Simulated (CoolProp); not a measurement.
Computed with CoolProp (reference Helmholtz-energy equation of state, Thol 2019).

Problem. Give the vapour pressure (MPa), liquid density (kg/m³), vapour density (kg/m³), surface tension (mN/m) of saturated decamethylcyclopentasiloxane (D5) at 197.05, 207.55 °C.

Solution. 
```json
[
 {"T (°C)": "197.05", "p (MPa)": "0.0723", "liquid density (kg/m³)": "761", "vapour density (kg/m³)": "7.39", "surface tension (mN/m)": "6.38"},
 {"T (°C)": "207.55", "p (MPa)": "0.0935", "liquid density (kg/m³)": "748", "vapour density (kg/m³)": "9.50", "surface tension (mN/m)": "5.77"}
]
```

Surface tension comes from a separate correlation (Mulero 2014), older than this fluid's equation and unchecked against measurements.
